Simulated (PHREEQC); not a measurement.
Consider water at 25 °C with 0.0012 mol/kgw H2SO4, 0.0016 mol/kgw K2SO4 and 0.031 mol/kgw H3BO3. Closed to the air; pH follows from the charge balance.

Equilibrium calculation in PHREEQC: ion-association model, phreeqc.dat.

```csv
quantity,before,after
pH,2.72,3.36
ionic strength (mol/kgw),0.00764,0.00164
SO4-2 (mol/kgw),0.00242,0.000538
HSO4- (mol/kgw),0.000342,2.02e-5
KSO4- (mol/kgw),3.74e-5,2.02e-6
H2BO3- (mol/kgw),1.03e-8,8.47e-9
```

Task: Name the change that produced these shifts.
A. temperature from 25 to 55 °C
B. diluted 5-fold with water
C. H3BO3 from 0.031 to 0.0031 mol/kgw
D. diluted 100-fold with water
E. H2SO4 from 0.0012 to 0.006 mol/kgw

Result: B, diluted 5-fold with water

No solid was allowed to form.
